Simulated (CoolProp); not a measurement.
The numbers come from the reference Helmholtz-energy equation of state, Eisenbach 2021 in CoolProp.

### Question
Give the vapour pressure (kPa), liquid density (kg/m³), vapour density (kg/m³), enthalpy of vaporisation (kJ/kg) of saturated propylene glycol at 36.05 °C.

### Answer
```csv
T (°C),p (kPa),liquid density (kg/m³),vapour density (kg/m³),enthalpy of vaporisation (kJ/kg)
36.05,0.0455,1020,0.00135,855
```
